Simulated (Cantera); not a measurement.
Input: 1 mol PbO, 0.92 mol CO, 0.19 mol N₂, equilibrated at 160000 Pa.

These are equilibrium values from Cantera (NASA tables, ideal gas, pure condensed phases), not measurements of a reactor. Candidate condensed phases: C, Pb, PbO, PbO₂, Pb₃O₄; 27 gas species. Mutual solubility and eutectic melting of coexisting phases are not modelled. The numbers say what is thermodynamically allowed, not how fast it happens.

### Question
At 775 °C, list the 4 most abundant gas species with their mole fractions, and the condensed phases.

### Answer
CO₂ 0.829, N₂ 0.171, CO 0.000122, Pb 2.79e-5. Condensed: Pb(l) + PbO(yellow).
